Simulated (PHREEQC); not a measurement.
Make-up at 25 °C: 0.036 mol KOH, 0.00074 mol H4SiO4, 0.0052 mol Na2CO3 and 0.014 mol LiNO3 per kg of water. Closed to the air; pH follows from the charge balance.

The numbers come from PHREEQC with the ion-association model, wateq4f.dat.

Q: The ionic strength comes out as 0.0650 mol/kgw. What activity coefficients do OH-, NaCO3-, K+, H2SiO4-2, NO3- get?

A: OH- 0.79, NaCO3- 0.81, K+ 0.79, H2SiO4-2 0.44, NO3- 0.79.

Precipitation was switched off in this run.
